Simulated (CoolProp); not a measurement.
A Linde-Hampson liquefier for nitrogen: isothermal reversible compression at 300 K from 1 atm to 15 MPa, throttling to 1 atm, return gas leaving the recuperator 0 K below the feed. Each further row changes one setting.

Computed with CoolProp (reference Helmholtz-energy equation of state, Span 2000).

```json
[
 {"case": "as stated", "liquid yield per pass": "0.061", "compression work (kJ/kg of gas)": "445"},
 {"case": "high pressure 30 MPa", "liquid yield per pass": "0.089", "compression work (kJ/kg of gas)": "511"},
 {"case": "warm-end temperature 330 K", "liquid yield per pass": "0.045", "compression work (kJ/kg of gas)": "492"},
 {"case": "warm-end gap 5 K", "liquid yield per pass": "0.050", "compression work (kJ/kg of gas)": "445"}
]
```
